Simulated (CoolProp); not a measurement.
Vapour pressure (kPa) of c-C4F8 (RC318): the reference equation beside estimates from Tc = 115.2 °C, pc = 2778 kPa, ω = 0.355. Clausius-Clapeyron is anchored at 20.45 °C with a constant enthalpy of vaporisation of 21.25 kJ/mol.

Values from CoolProp's reference Helmholtz-energy equation of state, Platzer 1990. This equation is an older, rougher fit; its heat capacities, sound speeds and derivatives of the liquid may be far off and weren't checked against measurements.

```
T (°C)  reference  Lee-Kesler  Clausius-Clapeyron  van der Waals  Redlich-Kwong  Soave-Redlich-Kwong  Peng-Robinson
------  ---------  ----------  ------------------  -------------  -------------  -------------------  -------------
10.85       193.6       193.9               200.8          693.2          347.5                193.8          192.6
15.65       229.2       229.5               233.2          752.6          396.5                229.5          227.7
20.45       269.5       269.9               269.5          815.2          450.2                270.1          267.6
25.35       316.0       316.5               310.9          882.4          510.2                317.0          313.7
30.15       367.3       367.7               356.0          951.6          574.1                368.8          364.6
34.95       424.5       425.0               406.0           1024          643.3                426.7          421.5
39.85       489.7       490.1               462.3           1102          719.8                492.7          486.4
44.65       560.5       560.7               523.0           1181          800.5                564.6          557.2
49.45       638.7       638.8               589.4           1264          887.2                644.1          635.4
```

Absolute difference from the reference over all 9 rows, mean and median: Lee-Kesler 0.1 and 0.1 %, Clausius-Clapeyron 3.8 and 3.7 %, van der Waals 166.9 and 159.1 %, Redlich-Kwong 57.5 and 56.3 %, Soave-Redlich-Kwong 0.4 and 0.4 %, Peng-Robinson 0.6 and 0.7 %.
